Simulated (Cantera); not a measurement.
## C3H8 + O2 + N2 + CO2 (carbon deposition, reforming and gasification)

Charge: 1 mol C3H8, 0.028 mol O2, 32 mol N2, 0.39 mol CO2, at 1175 K.

Method: chemical equilibrium by Gibbs-energy minimisation in Cantera with the NASA 1993 tables (ideal gas, pure condensed phases). Candidate condensed phases: C, C6H6, C7H8, C8H18, H2O; 136 gas species. The ideal-gas law is rough above about 30 bar. Kinetics and transport are ignored.

```json
[
 {"P (Pa)": "10", "x N2": "0.869", "x H2": "0.109", "x CO": "0.0227", "x CH4": "2.26e-8", "x H2O": "8.54e-9", "x CO2": "1.40e-9", "x NH3": "7.18e-10", "x HCN": "1.72e-5", "n C(graphite)": "2.55"},
 {"P (Pa)": "46", "x N2": "0.869", "x H2": "0.109", "x CO": "0.0227", "x CH4": "1.04e-7", "x H2O": "3.93e-8", "x CO2": "6.42e-9", "x NH3": "3.30e-9", "x HCN": "1.72e-5", "n C(graphite)": "2.55"},
 {"P (Pa)": "220", "x N2": "0.869", "x H2": "0.109", "x CO": "0.0227", "x CH4": "4.97e-7", "x H2O": "1.88e-7", "x CO2": "3.07e-8", "x NH3": "1.58e-8", "x HCN": "1.72e-5", "n C(graphite)": "2.55"},
 {"P (Pa)": "1000", "x N2": "0.869", "x H2": "0.109", "x CO": "0.0227", "x CH4": "2.26e-6", "x H2O": "8.54e-7", "x CO2": "1.39e-7", "x NH3": "7.18e-8", "x HCN": "1.72e-5", "n C(graphite)": "2.55"},
 {"P (Pa)": "4600", "x N2": "0.869", "x H2": "0.109", "x CO": "0.0227", "x CH4": "1.04e-5", "x H2O": "3.93e-6", "x CO2": "6.41e-7", "x NH3": "3.30e-7", "x HCN": "1.72e-5", "n C(graphite)": "2.55"},
 {"P (Pa)": "22000", "x N2": "0.869", "x H2": "0.108", "x CO": "0.0227", "x CH4": "4.96e-5", "x H2O": "1.88e-5", "x CO2": "3.06e-6", "x NH3": "1.58e-6", "x HCN": "1.72e-5", "n C(graphite)": "2.55"},
 {"P (Pa)": "100000", "x N2": "0.869", "x H2": "0.108", "x CO": "0.0226", "x CH4": "0.000224", "x H2O": "8.46e-5", "x CO2": "1.38e-5", "x NH3": "7.13e-6", "x HCN": "1.72e-5", "n C(graphite)": "2.55"},
 {"P (Pa)": "460000", "x N2": "0.870", "x H2": "0.106", "x CO": "0.0222", "x CH4": "0.000996", "x H2O": "0.000377", "x CO2": "6.16e-5", "x NH3": "3.20e-5", "x HCN": "1.71e-5", "n C(graphite)": "2.53"},
 {"P (Pa)": "2200000", "x N2": "0.874", "x H2": "0.0992", "x CO": "0.0208", "x CH4": "0.00414", "x H2O": "0.00157", "x CO2": "0.000257", "x NH3": "0.000138", "x HCN": "1.65e-5", "n C(graphite)": "2.47"},
 {"P (Pa)": "10000000", "x N2": "0.884", "x H2": "0.0804", "x CO": "0.0169", "x CH4": "0.0124", "x H2O": "0.00470", "x CO2": "0.000771", "x NH3": "0.000462", "x HCN": "1.50e-5", "n C(graphite)": "2.30"}
]
```
x: gas mole fraction; n: condensed amount in mol.

From 10.0 Pa to 1.00e7 Pa the condensed part is C(graphite). The main C-bearing gas is CO throughout.
